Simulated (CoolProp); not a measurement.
Hexamethyldisiloxane (MM) along the isobar 14.9 bar: Z from the reference equation and from simpler models built on Tc = 518.7 K, pc = 19.31 bar, ω = 0.418; each cubic takes its own stable root.

The numbers come from the reference Helmholtz-energy equation of state, Thol 2016 in CoolProp.

```tsv
T (K)	phase	reference
323.5	liquid	0.1224
332.5	liquid	0.1206
341.4	liquid	0.1191
350.4	liquid	0.1177
359.4	liquid	0.1164
368.4	liquid	0.1153
377.4	liquid	0.1143
386.4	liquid	0.1134
395.4	liquid	0.1127
404.4	liquid	0.1122
```

How far does each simpler model (van der Waals, Redlich-Kwong, Soave-Redlich-Kwong, Peng-Robinson) lie from the reference over these 10 states: mean and median of the absolute difference, and the worst?


- van der Waals: mean 62.8 %, median 62.7 %, worst +63.8 % at 323.5 K and 14.9 bar
- Redlich-Kwong: mean 13.3 %, median 13.1 %, worst +14.7 % at 404.4 K and 14.9 bar
- Soave-Redlich-Kwong: mean 6.8 %, median 6.7 %, worst +7.2 % at 404.4 K and 14.9 bar
- Peng-Robinson: mean 5.5 %, median 5.5 %, worst -5.7 % at 368.4 K and 14.9 bar
